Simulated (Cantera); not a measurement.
Charge: 1 mol V, 2.4 mol H2O, 5.4 mol N2, equilibrated at 1.90 Pa.

Equilibrium computed with Cantera from the NASA thermochemical tables; the gas is ideal and each condensed phase is pure. Candidate condensed phases: H2O, V, VN, VO, V2O3, V2O4, V2O5; 28 gas species. Condensed phases not in the tables: the oxides between V2O3 and V2O5 other than VO2. Kinetics and transport are ignored. All values below are at 1475 °C.

Base state: N2 0.651, H2 0.193, H2O 0.0840, VO2 0.0477, H 0.0231, OH 0.000584, VO 0.000188, O 5.48e-5 (mole fractions); condensed: V2O3(s).

Question: What changes in the equilibrium state with this change: H2O from 2.4 to 0.056 mol?

Answer: 
```csv
species,before,after
N2,0.651,0.985
H2,0.193,0.00788
H,0.0231,0.00465
H2O,0.0840,6.61e-7
VO2,0.0477,5.56e-5
V,4.85e-8,0.00152
OH,0.000584,2.28e-8
O2,1.06e-5,<1e-9
"V2O3(s), mol",0.301,0
"V(s), mol",0,0.936
"VO(s), mol",0,0.0492
```
Mutual solubility and eutectic melting of coexisting phases are not modelled. VO: taken at fixed stoichiometry. Condensed phases not in the tables: V2N, N, O or C dissolved in the metal.
